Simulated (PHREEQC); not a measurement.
## Nickel, zinc or cadmium bath (model solution)

Solution (25 °C): 6.3 mmol/kgw CdSO4, 9.9 mmol/kgw H3BO3 and 0.39 mmol/kgw HCl. Closed to the air; pH follows from the charge balance.

The numbers come from PHREEQC with the ion-association model, phreeqc.dat.

Each row changes one thing in this solution. No solid was allowed to form.

```tsv
case	pH	ionic strength (mol/kgw)	SO4-2 (mol/kgw)	Cl- (mol/kgw)	HSO4- (mol/kgw)
as made	3.55	0.0176	0.00421	0.000314	7.80e-5
0.015 mol/kgw Na2SO4 added	3.72	0.0550	0.0163	0.000347	[?]
HCl replaced by FeCl3 at the same molality	3.56	0.0182	0.00417	0.000945	7.50e-5
HCl from 0.00039 to 0.0039 mol/kgw	2.55	0.0199	0.00393	0.00319	0.000723
H3BO3 left out	3.55	0.0176	0.00421	0.000314	7.79e-5
CdSO4 from 0.0063 to 0.00315 mol/kgw	3.51	0.00987	[?]	0.000339	5.23e-5
H3BO3 replaced by Cu(BF4)2 at the same molality	2.84	0.0456	0.00347	0.000316	0.000278
CdSO4 replaced by Na2SO4 at the same molality	3.59	[?]	0.00598	0.000390	0.000101
```

Question: What belongs in the gaps?

Answer: 
- 0.015 mol/kgw Na2SO4 added, HSO4- (mol/kgw): 0.000166
- CdSO4 from 0.0063 to 0.00315 mol/kgw, SO4-2 (mol/kgw): 0.00235
- CdSO4 replaced by Na2SO4 at the same molality, ionic strength (mol/kgw): 0.0186

Complexes and solids missing from the database can't appear. Some of these states are supersaturated (in Fe(OH)3(a), Hematite (slow to form), for instance). Real BF4- forms and hydrolyses slowly; the run takes it at equilibrium.
